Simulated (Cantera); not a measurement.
A perfectly stirred reactor is fed with CH₄ : H₂ : O₂ : N₂ = 1 : 0.1 : 2.66 : 10 (molar parts), equivalence ratio 0.77, at 10.0 bar; it is adiabatic with a 375 K inlet, and is followed from long to short residence time, starting on the burning branch (τ in s: 0.04, 0.019, 0.0087, 0.004, 0.0019, 0.00087, 0.00041, 0.00019, 8.8e-05, 4.1e-05, 1.9e-05, 8.9e-06).

Model: GRI-Mech 3.0 (53 species, 325 reactions), integrated in Cantera.

Task: What does this change do: CH4 1 to 1.3 parts?

Result: 
```
quantity                                                                      before                               after
------------------------------------------------  ----------------------------------  ----------------------------------
blow-out, bracketed by the residence times tried  burning at 88.0 µs, out at 41.0 µs  burning at 41.0 µs, out at 19.0 µs
x(CH₄) at τ = 40.0 ms                                                        3.60e-6                             2.16e-6
x(H₂) at τ = 40.0 ms                                                         9.66e-5                             0.00238
x(O₂) at τ = 40.0 ms                                                          0.0443                             0.00380
x(HCN) at τ = 40.0 ms                                                        4.34e-8                             3.67e-7
x(N₂O) at τ = 40.0 ms                                                        6.74e-7                             3.50e-7
x(CH₄) at τ = 0.410 ms                                                      0.000136                             8.99e-5
x(H₂) at τ = 0.410 ms                                                       0.000801                             0.00519
x(O₂) at τ = 0.410 ms                                                         0.0462                             0.00920
x(HCN) at τ = 0.410 ms                                                       2.24e-7                             3.09e-6
x(N₂O) at τ = 0.410 ms                                                       1.79e-6                             5.74e-7
```
